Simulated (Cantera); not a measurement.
## Adiabatic ignition

An adiabatic, constant-volume homogeneous reactor starts with CH4 : O2 : N2 = 2 : 5.26 : 19.8 (molar parts), at 1650 K and 20.0 bar.

Detailed kinetics in Cantera: GRI-Mech 3.0 (53 species, 325 reactions). The pressure lies above the range GRI-Mech 3.0 was tuned for (to about 10 atm). Above 3000 K some thermodynamic fits are extrapolated.

```
t (s)     T (K)  P (bar)   x CH4    x O2     x NO2     x OH     x HCN     x C2H    x C2H4
--------  -----  -------  ------  ------  --------  -------  --------  --------  --------
4.00e-6    1650     20.0  0.0737   0.194    <1e-12  9.78e-7    <1e-12    <1e-12   1.14e-6
8.45e-6    1653     20.0  0.0729   0.194    <1e-12  2.93e-6    <1e-12    <1e-12   1.95e-5
1.79e-5    1686     20.5  0.0672   0.190  9.60e-12  1.68e-5  1.11e-11  2.46e-11  0.000362
3.78e-5    3094     38.3  <1e-12  0.0464   1.35e-5   0.0201   2.78e-9    <1e-12    <1e-12
7.98e-5    3076     38.1  <1e-12  0.0416   2.90e-5   0.0189   4.06e-9    <1e-12    <1e-12
0.000169   3072     38.0  <1e-12  0.0405   3.22e-5   0.0187   4.32e-9    <1e-12    <1e-12
0.000357   3072     38.0  <1e-12  0.0405   3.23e-5   0.0187   4.33e-9    <1e-12    <1e-12
0.000754   3072     38.0  <1e-12  0.0405   3.23e-5   0.0187   4.33e-9    <1e-12    <1e-12
0.00159    3072     38.0  <1e-12  0.0405   3.23e-5   0.0187   4.33e-9    <1e-12    <1e-12
0.00337    3072     38.0  <1e-12  0.0405   3.23e-5   0.0187   4.33e-9    <1e-12    <1e-12
0.00711    3072     38.0  <1e-12  0.0405   3.23e-5   0.0187   4.33e-9    <1e-12    <1e-12
0.0150     3072     38.0  <1e-12  0.0405   3.23e-5   0.0187   4.33e-9    <1e-12    <1e-12
0.0318     3072     38.0  <1e-12  0.0405   3.23e-5   0.0187   4.33e-9    <1e-12    <1e-12
0.0672     3072     38.0  <1e-12  0.0405   3.23e-5   0.0187   4.33e-9    <1e-12    <1e-12
0.142      3072     38.0  <1e-12  0.0405   3.23e-5   0.0187   4.33e-9    <1e-12    <1e-12
0.300      3072     38.0  <1e-12  0.0405   3.23e-5   0.0187   4.33e-9    <1e-12    <1e-12
```
x: mole fraction; the columns are a selection and need not sum to one.

| Property | Result |
|---|---|
| time of steepest temperature rise | 24.7 µs |
| temperature at 0.300 s | 3072 K |
| equilibrium temperature | 3072 K |
| x(CH4) at 0.300 s | <1e-12 (gas-phase equilibrium <1e-12) |
| x(O2) at 0.300 s | 0.0405 (gas-phase equilibrium 0.0405) |
| x(NO2) at 0.300 s | 3.23e-5 (gas-phase equilibrium 3.23e-5) |
